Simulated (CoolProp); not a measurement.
Properties of methanol along the isobar 9140 kPa (Tc = 240.2 °C, pc = 8216 kPa, ω = 0.565).

Computed with CoolProp (reference Helmholtz-energy equation of state, de Reuck 1993).

```json
[
 {"T (°C)": "148.85", "phase": "liquid", "cp (kJ/(kg K))": "3.679", "expansivity (1/kK)": "2.028", "conductivity (mW/(m K))": "[?]", "Prandtl number": "3.10", "fugacity coefficient": "0.1416"},
 {"T (°C)": "164.05", "phase": "liquid", "cp (kJ/(kg K))": "3.904", "expansivity (1/kK)": "2.352", "conductivity (mW/(m K))": "178", "Prandtl number": "2.92", "fugacity coefficient": "0.1933"},
 {"T (°C)": "179.25", "phase": "liquid", "cp (kJ/(kg K))": "4.173", "expansivity (1/kK)": "2.808", "conductivity (mW/(m K))": "175", "Prandtl number": "2.75", "fugacity coefficient": "0.2557"},
 {"T (°C)": "194.55", "phase": "liquid", "cp (kJ/(kg K))": "4.522", "expansivity (1/kK)": "[?]", "conductivity (mW/(m K))": "172", "Prandtl number": "2.61", "fugacity coefficient": "0.3293"},
 {"T (°C)": "209.75", "phase": "liquid", "cp (kJ/(kg K))": "[?]", "expansivity (1/kK)": "4.695", "conductivity (mW/(m K))": "169", "Prandtl number": "2.51", "fugacity coefficient": "0.4122"},
 {"T (°C)": "224.95", "phase": "liquid", "cp (kJ/(kg K))": "6.020", "expansivity (1/kK)": "7.468", "conductivity (mW/(m K))": "166", "Prandtl number": "2.54", "fugacity coefficient": "0.5030"},
 {"T (°C)": "240.25", "phase": "supercritical", "cp (kJ/(kg K))": "10.07", "expansivity (1/kK)": "21.60", "conductivity (mW/(m K))": "161", "Prandtl number": "3.29", "fugacity coefficient": "0.5980"},
 {"T (°C)": "255.45", "phase": "supercritical", "cp (kJ/(kg K))": "12.11", "expansivity (1/kK)": "28.41", "conductivity (mW/(m K))": "93.5", "Prandtl number": "2.96", "fugacity coefficient": "0.6706"},
 {"T (°C)": "270.65", "phase": "supercritical", "cp (kJ/(kg K))": "6.496", "expansivity (1/kK)": "11.78", "conductivity (mW/(m K))": "77.7", "Prandtl number": "1.74", "fugacity coefficient": "0.7140"},
 {"T (°C)": "285.95", "phase": "supercritical", "cp (kJ/(kg K))": "5.000", "expansivity (1/kK)": "7.772", "conductivity (mW/(m K))": "[?]", "Prandtl number": "1.38", "fugacity coefficient": "0.7472"},
 {"T (°C)": "301.15", "phase": "supercritical", "cp (kJ/(kg K))": "[?]", "expansivity (1/kK)": "5.744", "conductivity (mW/(m K))": "[?]", "Prandtl number": "1.20", "fugacity coefficient": "0.7732"},
 {"T (°C)": "316.35", "phase": "supercritical", "cp (kJ/(kg K))": "3.773", "expansivity (1/kK)": "4.536", "conductivity (mW/(m K))": "72.8", "Prandtl number": "1.08", "fugacity coefficient": "0.7941"},
 {"T (°C)": "331.65", "phase": "supercritical", "cp (kJ/(kg K))": "3.476", "expansivity (1/kK)": "3.747", "conductivity (mW/(m K))": "73.5", "Prandtl number": "[?]", "fugacity coefficient": "0.8111"},
 {"T (°C)": "346.85", "phase": "supercritical", "cp (kJ/(kg K))": "3.273", "expansivity (1/kK)": "3.201", "conductivity (mW/(m K))": "74.7", "Prandtl number": "0.951", "fugacity coefficient": "0.8248"}
]
```

Problem. Complete the blanks.

Solution. 
- 148.85, conductivity (mW/(m K)): 181
- 194.55, expansivity (1/kK): 3.504
- 209.75, cp (kJ/(kg K)): 5.029
- 285.95, conductivity (mW/(m K)): 73.8
- 301.15, cp (kJ/(kg K)): 4.232
- 301.15, conductivity (mW/(m K)): 72.7
- 331.65, Prandtl number: 1.01

The peak of cp marks the crossing from liquid-like to gas-like fluid above the critical point.

Viscosity comes from a separate model (Xiang 2006). Thermal conductivity comes from a separate model (Sykioti 2013).
